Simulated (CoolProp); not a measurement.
Values from CoolProp's reference Helmholtz-energy equation of state, Gao 2022.

**Question.** For n-perfluoropentane, give the phase and the cv (kJ/(kg K)), isothermal compressibility (1/MPa) at 420.3 K and 2.82 MPa.

**Answer.** 
- 420.3 K and 2.82 MPa: liquid; cv 0.999, isothermal compressibility 0.105
